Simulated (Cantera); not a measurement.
Charge: 1 mol CH3F, 0.27 mol F2, 3.9 mol H2, equilibrated at 2700 K and 9.75 Torr.

Cantera equilibrium calculation (NASA polynomials, part measured and part estimated; ideal gas, pure solids and liquids). Candidate condensed phases: C, C6H6, C7H8, C8H18; 95 gas species. Equilibrium is a limit: real reactors are often held back by kinetics, nucleation or transport.

Base state: H2 0.447, H 0.333, HF 0.207, C2H2 (acetylene) 0.0105, C2H 0.000834, C3 0.000677, F 0.000523, C 0.000163 (mole fractions); condensed: C(graphite).

Question: What changes in the equilibrium state with this change: temperature from 2700 K to 798 K?

Answer: 
| species | before | after |
|---|---|---|
| H2 | 0.447 | 0.738 |
| HF | 0.207 | 0.252 |
| CH4 | 2.90e-7 | 0.00984 |
| H | 0.333 | <1e-9 |
| C2H2 (acetylene) | 0.0105 | <1e-9 |
| C2H | 0.000834 | <1e-9 |
| C3 | 0.000677 | <1e-9 |
| F | 0.000523 | <1e-9 |
| C(graphite), mol | 0.810 | 0.940 |

Question: What changes in the equilibrium state with this change: F2 from 0.27 to 0.017 mol?

Answer: 
```tsv
species	before	after
H2	0.447	0.493
H	0.333	0.350
HF	0.207	0.144
C2H2 (acetylene)	0.0105	0.0116
F	0.000523	0.000345
CF	3.01e-5	1.99e-5
C4H2	0.000103	0.000114
C(graphite), mol	0.810	0.800
```

Question: What changes in the equilibrium state with this change: pressure from 9.75 Torr to 0.0300 Torr?

Answer: 
```
species              before     after
-----------------  --------  --------
H                     0.333     0.814
HF                    0.207    0.0986
F                  0.000523    0.0331
H2                    0.447   0.00821
C2H2 (acetylene)     0.0105   3.62e-5
C                  0.000163    0.0229
C3                 0.000677    0.0178
C4H2               0.000103   6.65e-8
C2H2 (vinylidene)   1.53e-5   5.27e-8
C2                  6.48e-5   0.00394
CF                  3.01e-5  0.000824
C(graphite), mol      0.810         0
```
